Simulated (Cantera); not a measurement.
Feed: 1 mol Si3N4, 0.04 mol O2, 23 mol H2, held at 1800 K and 10.0 mbar.

Cantera equilibrium calculation (NASA polynomials, part measured and part estimated; ideal gas, pure solids and liquids). Candidate condensed phases: H2O, Si, SiO2, Si2N2O, Si3N4; 35 gas species. Gases not in the tables: Si2H6 and higher silanes. Rates play no part.

Base state: H2 0.913, N2 0.0796, H 0.00342, SiO 0.00318, Si 0.000318, SiH 3.46e-5, SiH2 2.73e-5 (mole fractions); condensed: Si(l).

Q: What changes in the equilibrium state with this change: temperature from 1800 K to 1125 K?

A: 
| species | before | after |
|---|---|---|
| H2 | 0.913 | 0.999 |
| N2 | 0.0796 | 0.00116 |
| H | 0.00342 | 4.44e-7 |
| SiO | 0.00318 | <1e-9 |
| Si | 0.000318 | <1e-9 |
| SiH | 3.46e-5 | <1e-9 |
| SiH2 | 2.73e-5 | <1e-9 |
| Si(l), mol | 2.91 | 0 |
| Si2N2O(s), mol | 0 | 0.0800 |
| Si3N4(s), mol | 0 | 0.947 |
Mutual solubility and eutectic melting of coexisting phases are not modelled.

Q: What changes in the equilibrium state with this change: pressure from 10.0 mbar to 3.60 bar?

A: 
| species | before | after |
|---|---|---|
| H2 | 0.913 | 0.997 |
| N2 | 0.0796 | 0.00245 |
| H | 0.00342 | 0.000188 |
| SiO | 0.00318 | 9.11e-5 |
| Si | 0.000318 | 8.82e-7 |
| SiH | 3.46e-5 | 1.91e-6 |
| SiH2 | 2.73e-5 | 2.98e-5 |
| Si(l), mol | 2.91 | 0.0428 |
| Si2N2O(s), mol | 0 | 0.0779 |
| Si3N4(s), mol | 0 | 0.933 |
Mutual solubility and eutectic melting of coexisting phases are not modelled.

Q: What changes in the equilibrium state with this change: temperature from 1800 K to 1475 K?

A: 
```
species           before     after
--------------  --------  --------
H2                 0.913     0.997
N2                0.0796   0.00287
H                0.00342  0.000129
SiO              0.00318   4.66e-5
Si              0.000318   5.75e-7
SiH              3.46e-5   2.05e-7
SiH2             2.73e-5   1.08e-6
Si(l), mol          2.91         0
Si(s), mol             0    0.0588
Si2N2O(s), mol         0    0.0789
Si3N4(s), mol          0     0.927
```
Mutual solubility and eutectic melting of coexisting phases are not modelled.
